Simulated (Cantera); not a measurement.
An isothermal, constant-pressure homogeneous reactor starts with H2 : O2 = 0.044 : 1 (molar parts), equivalence ratio 0.022, at 1350 K and 0.0133 bar.

Detailed kinetics in Cantera: GRI-Mech 3.0 (53 species, 325 reactions). Radical loss at walls, strong at low pressure, is not modelled. The temperature is held fixed by assumption; the heat of reaction is taken as removed at once.

x: mole fraction; the columns are a selection and need not sum to one.

```tsv
t (s)	x H2	x O2	x H	x H2O2	x OH
1.00e-5	0.0421	0.958	3.81e-9	<1e-12	8.17e-10
2.64e-5	0.0421	0.958	8.08e-9	1.77e-12	4.55e-9
6.97e-5	0.0421	0.958	1.71e-8	1.22e-11	2.17e-8
0.000184	0.0421	0.958	6.14e-8	8.37e-11	1.21e-7
0.000486	0.0421	0.958	?	5.57e-10	?
0.00128	0.0342	0.951	0.00149	3.03e-8	0.00298
0.00339	0.000625	0.922	0.00456	5.32e-8	0.00452
0.00894	0.000578	0.924	0.00410	5.24e-8	0.00436
0.0236	0.000493	0.930	0.00317	5.14e-8	0.00404
0.0624	0.000334	0.939	0.00171	4.76e-8	0.00334
0.165	0.000147	0.949	0.000481	3.72e-8	0.00223
0.435	?	0.955	?	?	?
1.15	7.74e-6	0.956	5.69e-6	9.16e-9	0.000514
3.03	1.55e-6	0.957	5.12e-7	3.28e-9	0.000231
8.00	3.68e-7	0.957	5.91e-8	1.14e-9	0.000112
```

Fill in the missing entries.


- 0.000486, x H: 1.12e-6
- 0.000486, x OH: 2.49e-6
- 0.435, x H2: 3.88e-5
- 0.435, x H: 6.42e-5
- 0.435, x H2O2: 2.14e-8
- 0.435, x OH: 0.00115
